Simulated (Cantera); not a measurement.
Input: 1 mol SiHCl3, 7.7 mol NH3, 91 mol N2, equilibrated at 1623 K and 0.0133 bar.

Method: chemical equilibrium by Gibbs-energy minimisation in Cantera with the NASA 1993 tables (ideal gas, pure condensed phases). Candidate condensed phases: NH4Cl, Si, Si3N4; 28 gas species. The tables' values for SiCl3 are old estimates; treat these amounts as uncertain. Rates play no part.

Base state: N2 0.874, H2 0.0999, HCl 0.0234, SiCl2 0.00216, H 0.000189, Cl 3.49e-5, SiCl3 2.22e-5 (mole fractions); condensed: Si3N4(s).

Question: What changes in the equilibrium state with this change: temperature from 1623 K to 2173 K?

Answer: 
```json
[
 {"species": "N2", "before": "0.874", "after": "0.863"},
 {"species": "H2", "before": "0.0999", "after": "0.0932"},
 {"species": "HCl", "before": "0.0234", "after": "0.0200"},
 {"species": "H", "before": "0.000189", "after": "0.0128"},
 {"species": "Si", "before": "1.32e-6", "after": "0.00582"},
 {"species": "Si2", "before": "<1e-9", "after": "2.42e-5"},
 {"species": "Si2N", "before": "2.19e-8", "after": "3.44e-5"},
 {"species": "SiH", "before": "9.70e-8", "after": "9.57e-5"},
 {"species": "Si3N4(s), mol", "before": "0.255", "after": "0"}
]
```
The tables' values for SiCl, SiN are old estimates; treat these amounts as uncertain.

Question: What changes in the equilibrium state with this change: NH3 from 7.7 to 0.7 mol?

Answer: 
```
species          before     after
-------------  --------  --------
N2                0.874     0.968
HCl              0.0234    0.0144
H2               0.0999   0.00919
SiCl2           0.00216   0.00837
SiCl3           2.22e-5  0.000175
H              0.000189   5.74e-5
Cl              3.49e-5   7.10e-5
Si3N4(s), mol     0.255    0.0642
```

Question: What changes in the equilibrium state with this change: temperature from 1623 K to 1825 K?

Answer: 
```csv
species,before,after
N2,0.874,0.874
H2,0.0999,0.103
HCl,0.0234,0.0147
SiCl2,0.00216,0.00630
Si2N,2.19e-8,2.37e-5
Si,1.32e-6,0.000341
"Si3N4(s), mol",0.255,0
"Si(l), mol",0,0.254
```
The tables' values for SiCl, SiN, SiCl3 are old estimates; treat these amounts as uncertain.
